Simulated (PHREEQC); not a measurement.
A solution holds 0.0067 mol/kgw NiSO4, at 43 °C. Closed to the air; pH follows from the charge balance.

Computed with PHREEQC (ion-association model, wateq4f.dat).

No solid was allowed to form.

Problem. What pH, ionic strength does the model give?

Solution. pH 6.01; ionic strength 0.0197 mol/kgw.

Problem. In which forms is S present?

Solution. SO4-2 74 %, NiSO4 26 % of the S.

Species that the database lacks are ignored. In wateq4f.dat the enthalpy of Ni(OH)2 has the wrong sign, so its saturation index can't be trusted away from 25 °C. At this temperature some constants are extrapolated from 25 °C, and those without enthalpy data are left unchanged.
